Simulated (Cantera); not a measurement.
A perfectly stirred reactor is fed with H₂ : O₂ = 0.09 : 1 (molar parts), equivalence ratio 0.045, at 20.0 Torr; it is held at 1275 K, and followed from long to short residence time.

Model: GRI-Mech 3.0 (53 species, 325 reactions), integrated in Cantera. Radical loss at walls, strong at low pressure, is not modelled. The temperature is held fixed by assumption; the heat of reaction is taken as removed at once.

### Question
Predict: x(H₂) at τ = 6.30 s; x(O₂) at τ = 6.30 s; x(H₂O) at τ = 6.30 s; x(O) at τ = 6.30 s; x(H₂O₂) at τ = 6.30 s; x(H₂) at τ = 98.0 ms; x(O₂) at τ = 98.0 ms; x(H₂O) at τ = 98.0 ms; x(O) at τ = 98.0 ms; x(H₂O₂) at τ = 98.0 ms.

### Answer
| Property | Value |
|---|---|
| x(H₂) at τ = 6.30 s | 4.66e-5 |
| x(O₂) at τ = 6.30 s | 0.913 |
| x(H₂O) at τ = 6.30 s | 0.0857 |
| x(O) at τ = 6.30 s | 0.000494 |
| x(H₂O₂) at τ = 6.30 s | 6.59e-8 |
| x(H₂) at τ = 98.0 ms | 0.000612 |
| x(O₂) at τ = 98.0 ms | 0.905 |
| x(H₂O) at τ = 98.0 ms | 0.0832 |
| x(O) at τ = 98.0 ms | 0.00733 |
| x(H₂O₂) at τ = 98.0 ms | 2.06e-7 |
